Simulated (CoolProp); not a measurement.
Vapour-liquid equilibrium of carbon dioxide (1) + R152A (2) at -15.75 °C; x and y are mole fractions of (1).

Values from CoolProp's multi-fluid Helmholtz-energy mixture model, Span 1996 and Outcalt 1996; pair parameters Bell 2016.

Give the bubble pressure and the first vapour's composition at x = 0.05, 0.15, 0.75. Is there an azeotrope?

x = 0.05: 2.406 bar, y = 0.414; x = 0.15: 4.365 bar, y = 0.696; x = 0.75: 16.49 bar, y = 0.964. No azeotrope shows between x = 0.05 and 0.95.

The pair parameters rest on a limited set of measurements; away from them the model extrapolates.
